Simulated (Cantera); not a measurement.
What does this Cantera script print?

```python
import numpy as np
import cantera as ct

gas = ct.Solution("gri30.yaml")
gas.TPX = 398, 101325, {'CH4': 1, 'O2': 4.17, 'N2': 15.7}
inlet = ct.Reservoir(gas, clone=True)
gas.equilibrate("HP")  # start burning
reactor = ct.IdealGasConstPressureReactor(gas, energy="on", clone=False)
exhaust = ct.Reservoir(gas, clone=True)
tau = [0.071, 0.035, 0.017, 0.0083, 0.0041, 0.002, 0.00097, 0.00048, 0.00023, 0.00011, 5.6e-05, 2.7e-05, 1.3e-05][0]
for a, b in ((inlet, reactor), (reactor, exhaust)):
    ct.MassFlowController(a, b, mdot=lambda t: reactor.mass / tau)
net = ct.ReactorNet([reactor])
show = ['CH4', 'O2', 'NO2', 'H2O2', 'CO2', 'HCN']

rows = []
print(f"{'tau/s':>10s}{'T/K':>9s}" + "".join(f"{s:>11s}" for s in show))
for tau in [0.071, 0.035, 0.017, 0.0083, 0.0041, 0.002, 0.00097, 0.00048, 0.00023, 0.00011, 5.6e-05, 2.7e-05, 1.3e-05]:
    net.initial_time = 0.0
    net.advance(30 * tau)
    before = gas.X
    net.advance(40 * tau)
    drift = np.max(np.abs(gas.X - before) / (gas.X + 1e-9))
    rows.append([gas.T, *gas[show].X, drift])
    print(f"{tau:10.3e}{gas.T:9.1f}" + "".join(f"{x:11.3e}" for x in gas[show].X))
```

Result:

```
     tau/s      T/K        CH4         O2        NO2       H2O2        CO2        HCN
 7.100e-02   1512.1  3.369e-05  1.041e-01  1.334e-08  1.628e-07  4.742e-02  1.276e-09
 3.500e-02   1508.3  5.343e-05  1.042e-01  1.054e-08  2.231e-07  4.710e-02  1.497e-09
 1.700e-02   1502.1  8.622e-05  1.044e-01  7.644e-09  3.061e-07  4.656e-02  1.855e-09
 8.300e-03   1492.3  1.409e-04  1.049e-01  5.364e-09  4.189e-07  4.566e-02  2.545e-09
 4.100e-03   1476.4  2.363e-04  1.056e-01  3.812e-09  5.764e-07  4.413e-02  3.863e-09
 2.000e-03   1448.2  4.363e-04  1.072e-01  2.711e-09  8.280e-07  4.129e-02  6.338e-09
 9.700e-04    398.0  4.792e-02  1.998e-01 -1.166e-20 -2.401e-18 -1.394e-15 -4.589e-22
 4.800e-04    398.0  4.792e-02  1.998e-01  1.463e-24  3.015e-22  1.750e-19  5.761e-26
 2.300e-04    398.0  4.792e-02  1.998e-01  9.244e-26  1.904e-23  1.105e-20  3.639e-27
 1.100e-04    398.0  4.792e-02  1.998e-01  5.839e-27  1.203e-24  6.982e-22  2.299e-28
 5.600e-05    398.0  4.792e-02  1.998e-01  3.688e-28  7.598e-26  4.410e-23  1.452e-29
 2.700e-05    398.0  4.792e-02  1.998e-01  2.330e-29  4.799e-27  2.786e-24  9.171e-31
 1.300e-05    398.0  4.792e-02  1.998e-01  1.472e-30  3.032e-28  1.760e-25  5.793e-32
```

Cantera simulation using GRI-Mech 3.0 (53 species, 325 reactions); the numbers are that mechanism's predictions, not measurements.
